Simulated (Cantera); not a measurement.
Charge: 1 mol V₂O₅, 22 mol H₂, 0.85 mol N₂, at 1700 K.

Equilibrium computed with Cantera from the NASA thermochemical tables; the gas is ideal and each condensed phase is pure. Candidate condensed phases: H₂O, V, VN, VO, V₂O₃, V₂O₄, V₂O₅; 28 gas species. Condensed phases not in the tables: the oxides between V₂O₃ and V₂O₅ other than VO₂. Equilibrium is a limit: real reactors are often held back by kinetics, nucleation or transport.

Task: At 0.0320 bar, list the 4 most abundant gas species with their mole fractions, and the condensed phases.

Result: H₂ 0.875, H₂O 0.0875, N₂ 0.0372, H 0.000770. Condensed: V₂O₃(s).
